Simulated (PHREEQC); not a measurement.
Dissolve 2.3 mmol/kgw FeCl3, 41 mmol/kgw NiCl2 and 32 mmol/kgw NaHCO3 at 65 °C. Closed to the air; pH follows from the charge balance.

The numbers come from PHREEQC with the ion-association model, wateq4f.dat.

This is a speciation only: nothing precipitates in the calculation.

### Question
Order these Ni species by the share of Ni that they hold, largest first: NiCO3, Ni+2, NiCl2, NiCl+, NiHCO3+.

### Answer
Ni+2 (61 %), NiCO3 (20 %), NiHCO3+ (13 %), NiCl+ (4.3 %), NiCl2 (0.73 %)

### Question
Order these Fe species by the share of Fe that they hold, largest first: FeOH+2, Fe(OH)2+, Fe(OH)3.

### Answer
Fe(OH)2+ (81 %), Fe(OH)3 (19 %), FeOH+2 (0.28 %)

The pH is 5.72 and the ionic strength 0.117 mol/kgw. Examples of supersaturated solids here: Hematite (slow to form), Goethite (slow to form). Others may be too. Complexes and solids missing from the database can't appear. At this temperature some constants are extrapolated from 25 °C, and those without enthalpy data are left unchanged. The database's nickel carbonate constants are estimates that later reviews lower a good deal.
